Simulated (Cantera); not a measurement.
Feed: 1 mol Fe3O4, a varied amount of CO, at 752 °C and 1.90 mbar.

Cantera equilibrium calculation (NASA polynomials, part measured and part estimated; ideal gas, pure solids and liquids). Candidate condensed phases: C, Fe, Fe(CO)5, FeO, Fe2O3, Fe3O4; 15 gas species. Mutual solubility and eutectic melting of coexisting phases are not modelled. The tables' stoichiometric FeO is somewhat more stable than real wüstite, so its field is too wide. FeO: taken at fixed stoichiometry. The numbers say what is thermodynamically allowed, not how fast it happens.

Q: Which condensed phases are stable at each of these points (n(CO) (mol)): 1.4, 1.6, 1.9, 2.2, 2.7, 3.1, 3.7, 4.3, 5.1, 6?

A: 
```tsv
n(CO) (mol)	condensed phases	Fe condensed (%)
1.4	FeO(s)	100.0
1.6	FeO(s)	100.0
1.9	FeO(s)	100.0
2.2	FeO(s)	100.0
2.7	FeO(s)	100.0
3.1	FeO(s)	100.0
3.7	FeO(s)	100.0
4.3	FeO(s)	100.0
5.1	Fe(α) + FeO(s)	100.0
6	Fe(α) + FeO(s)	100.0
```

From 1.4 mol CO to 4.3 mol CO the condensed part is FeO(s). From 5.1 mol CO to 6 mol CO the condensed part is Fe(α) + FeO(s).
